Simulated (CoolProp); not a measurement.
Vapour-liquid equilibrium of o-xylene (1) + n-decane (2) at 405 K; x and y are mole fractions of (1).

Values from CoolProp's multi-fluid Helmholtz-energy mixture model, Zhou 2012 and Lemmon 2006; pair parameters Bell 2016.

### Question
Give the bubble pressure and the first vapour's composition at x = 0.05, 0.55, 0.85. Is there an azeotrope?

### Answer
x = 0.05: 0.3211 bar, y = 0.108; x = 0.55: 0.5296 bar, y = 0.740; x = 0.85: 0.6555 bar, y = 0.929. No azeotrope shows between x = 0.05 and 0.95.

The pair parameters rest on a limited set of measurements; away from them the model extrapolates.
